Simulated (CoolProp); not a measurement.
Properties of octamethyltrisiloxane (MDM) along the isobar 1.01 bar.

The numbers come from the reference Helmholtz-energy equation of state, Thol 2017 in CoolProp.

```csv
T (K),phase,density (kg/m³),Joule-Thomson coefficient (K/MPa),isothermal compressibility (1/MPa)
206.3,liquid,905.5,___,0.0008718
236.9,liquid,875.7,-0.5037,___
267.5,liquid,845.8,-0.4741,0.001376
298.2,liquid,815.3,-0.4358,0.001769
328.8,liquid,784.2,___,___
359.4,liquid,___,-0.3332,0.003124
390.1,liquid,717.9,-0.2609,___
420.7,liquid,___,-0.1602,0.006431
```

Problem. Complete the blanks.

Solution. 
- 206.3, Joule-Thomson coefficient (K/MPa): -0.5234
- 236.9, isothermal compressibility (1/MPa): 0.001089
- 328.8, Joule-Thomson coefficient (K/MPa): -0.3895
- 328.8, isothermal compressibility (1/MPa): 0.002319
- 359.4, density (kg/m³): 752.0
- 390.1, isothermal compressibility (1/MPa): 0.004369
- 420.7, density (kg/m³): 681.4
